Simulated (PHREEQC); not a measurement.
A solution holds 0.018 mol CuCl2, 5e-05 mol HNO3 and 0.016 mol Na2SO4 per kg of water, at 5 °C. Closed to the air; pH follows from the charge balance.

Model: ion-association model, phreeqc.dat, run in PHREEQC.

This is a speciation only: nothing precipitates in the calculation.

Task: Order these S species by the share of S that they hold, largest first: SO4-2, NaSO4-, CuSO4.

Result: SO4-2 (68 %), CuSO4 (28 %), NaSO4- (3.8 %)

The pH is 4.47 and the ionic strength 0.0826 mol/kgw. Constants without temperature data keep their 25 °C values here.
